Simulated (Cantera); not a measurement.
Cantera run:

```python
import numpy as np
import cantera as ct

gas_names = """
    F FO FO2 F2 F2O H HF HOF HO2 H2 H2F2 H2O H2O2 H3F3 H4F4 H5F5 H6F6 H7F7 O OH O2 O3
""".split()
cond_names = """
    H2O(s) H2O(L)
""".split()


# ... load() reads the species with a 1 bar reference pressure and builds the phases ...
atoms = {
    'HF': {'H': 1, 'F': 1},
    'H2O': {'H': 2, 'O': 1},
    'H2': {'H': 2},
}
top_T = {}  # K; cautious upper limits of use, not melting points


# ... equilibrate(T, P, feed) seeds the gas with the atoms and calls Mixture.equilibrate('TP', solver="vcs", rtol=1e-11, max_steps=5000) ...
results = []
feed = {'HF': 1, 'H2O': 0.51, 'H2': 2}  # mol
T = 3050  # K
P = 6100000  # Pa
mix = equilibrate(T, P, feed)
results.append((T, P, feed, dict(zip(mix.species_names, mix.species_moles))))
print(gas.report(threshold=1e-05))
for i in range(1, mix.n_phases):
    print(f"{mix.phase(i).name:16s} {mix.phase_moles(i):12.5e} mol")
```

Result:

```
       temperature   3050 K
          pressure   6.1e+06 Pa
           density   2.2552 kg/m^3
  mean mol. weight   9.3754 kg/kmol
   phase of matter   gas

                          1 kg             1 kmol
                     ---------------   ---------------
          enthalpy        -1.275e+06       -1.1954e+07  J
   internal energy       -3.9799e+06       -3.7313e+07  J
           entropy             21489        2.0146e+05  J/K
    Gibbs function       -6.6815e+07       -6.2642e+08  J
 heat capacity c_p            4210.2             39472  J/K
 heat capacity c_v            3323.4             31158  J/K

                      mass frac. Y      mole frac. X     chem. pot. / RT
                     ---------------   ---------------   ---------------
                 F        0.00012193        6.0168e-05           -25.289
                 H         0.0018858           0.01754           -8.6909
                HF           0.60189           0.28206            -33.98
                H2           0.11965           0.55641           -17.382
              H2F2        0.00010686        2.5039e-05           -67.961
               H2O           0.27348           0.14232            -36.86
                 O        5.0721e-05        2.9723e-05           -19.478
                OH         0.0028076         0.0015477           -28.169
     [  +14 minor]         1.055e-05        3.0837e-06
```

Equilibrium computed with Cantera from the NASA thermochemical tables; the gas is ideal and each condensed phase is pure. The ideal-gas law is rough above about 30 bar.
